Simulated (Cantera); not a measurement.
Feed: 1 mol V, 1.1 mol N₂O, 4.3 mol H₂.

Equilibrium computed with Cantera from the NASA thermochemical tables; the gas is ideal and each condensed phase is pure. Candidate condensed phases: H₂O, V, VN, VO, V₂O₃, V₂O₄, V₂O₅; 28 gas species. Mutual solubility and eutectic melting of coexisting phases are not modelled. VN, VO: taken at fixed stoichiometry. Condensed phases not in the tables: the oxides between V₂O₃ and V₂O₅ other than VO₂, solid solutions among these carbides, nitrides and lower oxides, V₂N. Equilibrium is a limit: real reactors are often held back by kinetics, nucleation or transport.

Q: What condenses at these points (T in K, P in Pa): (1573, 320); (1123, 0.10); (1123, 130000); (1423, 42); (1523, 0.75)?

A: 
```json
[
 {"T (K)": "1573", "P in Pa": "320", "condensed phases": "VO + V₂O₃", "V condensed (%)": "100.0"},
 {"T (K)": "1123", "P in Pa": "0.10", "condensed phases": "VO + V₂O₃", "V condensed (%)": "100.0"},
 {"T (K)": "1123", "P in Pa": "130000", "condensed phases": "VN + V₂O₃", "V condensed (%)": "100.0"},
 {"T (K)": "1423", "P in Pa": "42", "condensed phases": "VO + V₂O₃", "V condensed (%)": "100.0"},
 {"T (K)": "1523", "P in Pa": "0.75", "condensed phases": "VO + V₂O₃", "V condensed (%)": "99.9"}
]
```
